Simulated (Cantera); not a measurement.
An isothermal, constant-pressure homogeneous reactor starts with N₂O : N₂ = 1 : 0.35 (molar parts), at 1250 K and 53.3 Torr.

Detailed kinetics in Cantera: GRI-Mech 3.0 (53 species, 325 reactions). GRI-Mech 3.0 was tuned for natural gas; its chemistry of N2O as a main component is partial and can be far from experiment. The mechanism lacks the step 2 NO + O2 → 2 NO2, which can matter for NO2 below about 1400 K. The temperature is held fixed by assumption; the heat of reaction is taken as removed at once.

Task: Predict: x(N₂O) at 6.00 s; x(O) at 6.00 s; x(NO₂) at 6.00 s; x(NO) at 6.00 s; x(O₂) at 6.00 s; x(N₂) at 6.00 s.

Result: 
| Property | Result |
|---|---|
| x(N₂O) at 6.00 s | 0.330 (gas-phase equilibrium 5.40e-9) |
| x(O) at 6.00 s | 3.72e-6 (gas-phase equilibrium 1.36e-7) |
| x(NO₂) at 6.00 s | 2.93e-5 (gas-phase equilibrium 1.25e-6) |
| x(NO) at 6.00 s | 0.0375 (gas-phase equilibrium 0.000310) |
| x(O₂) at 6.00 s | 0.131 (gas-phase equilibrium 0.270) |
| x(N₂) at 6.00 s | 0.501 (gas-phase equilibrium 0.730) |
